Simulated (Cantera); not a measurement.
What does this Cantera script print?

```python
import numpy as np
import cantera as ct

gas_names = """
    C CO CO2 C2 C2O C3 C3O2 C4 C5 O O2 O3 Ti TiO TiO2
""".split()
cond_names = """
    C(gr) Ti(a) Ti(b) Ti(L) TiC(s) TiC(L) TiO(a) TiO(b) TiO(L) TiO2(ru) TiO2(L) Ti2O3(a) Ti2O3(b)
    Ti2O3(L) Ti3O5(a) Ti3O5(b) Ti3O5(L) Ti4O7(s) Ti4O7(L)
""".split()


def load(file, names, dense=False):
    # The tables refer to 1 bar. Condensed volumes are neglected.
    table = {s.name: s for s in ct.Species.list_from_file(file)}
    out = []
    for n in names:
        d = dict(table[n].input_data)
        d["thermo"] = dict(d["thermo"], **{"reference-pressure": 1e5})
        if dense:
            d["equation-of-state"] = {"model": "constant-volume", "density": "1e6 g/cm^3"}
        out.append(ct.Species.from_dict(d))
    return out


gas = ct.Solution(thermo="ideal-gas", species=load("nasa_gas.yaml", gas_names))
cond = {s.name: ct.Solution(thermo="fixed-stoichiometry", species=[s], name=s.name)
        for s in load("nasa_condensed.yaml", cond_names, dense=True)}
atoms = {
    'Ti': {'Ti': 1},
    'CO2': {'C': 1, 'O': 2},
    'CO': {'C': 1, 'O': 1},
}
top_T = {'C(gr)': 4500}  # K; cautious upper limits of use, not melting points


def equilibrate(T, P, feed):
    n = {}
    for name, mol in feed.items():
        for a, k in atoms[name].items():
            n[a] = n.get(a, 0.0) + k * mol
    gas.TPX = T, P, n
    mass = sum(n.values()) * gas.mean_molecular_weight
    gas.equilibrate("TP")
    valid = [c for c in cond.values() if c.min_temp <= T <= top_T.get(c.name, c.max_temp)]
    mix = ct.Mixture([(gas, mass / gas.mean_molecular_weight)] + [(c, 0.0) for c in valid])
    mix.T, mix.P = T, P
    mix.equilibrate("TP", solver="vcs", rtol=1e-11, max_steps=5000)
    return mix


results = []
feed = {'Ti': 1, 'CO2': 2.5, 'CO': 0.51}  # mol
T = 1698.15  # K
P = 13332.2  # Pa
mix = equilibrate(T, P, feed)
results.append((T, P, feed, dict(zip(mix.species_names, mix.species_moles))))
print(gas.report(threshold=0.001))
for i in range(1, mix.n_phases):
    print(f"{mix.phase(i).name:16s} {mix.phase_moles(i):12.5e} mol")
```

Result:

```
       temperature   1698.2 K
          pressure   13332 Pa
           density   0.028958 kg/m^3
  mean mol. weight   30.668 kg/kmol
   phase of matter   gas

                          1 kg             1 kmol
                     ---------------   ---------------
          enthalpy       -3.4941e+06       -1.0716e+08  J
   internal energy       -3.9545e+06       -1.2128e+08  J
           entropy            9163.6        2.8103e+05  J/K
    Gibbs function       -1.9055e+07       -5.8438e+08  J
 heat capacity c_p              1291             39591  J/K
 heat capacity c_v            1019.9             31277  J/K

                      mass frac. Y      mole frac. X     chem. pot. / RT
                     ---------------   ---------------   ---------------
                CO           0.76162           0.83389           -37.183
               CO2           0.23838           0.16611           -62.502
     [  +13 minor]        9.9229e-09        8.1387e-09

C(gr)             0.00000e+00 mol
Ti(b)             0.00000e+00 mol
TiC(s)            0.00000e+00 mol
TiO(b)            0.00000e+00 mol
TiO2(ru)          1.00000e+00 mol
Ti2O3(b)          0.00000e+00 mol
Ti3O5(b)          0.00000e+00 mol
Ti4O7(s)          0.00000e+00 mol
```

Method: chemical equilibrium by Gibbs-energy minimisation in Cantera with the NASA 1993 tables (ideal gas, pure condensed phases).
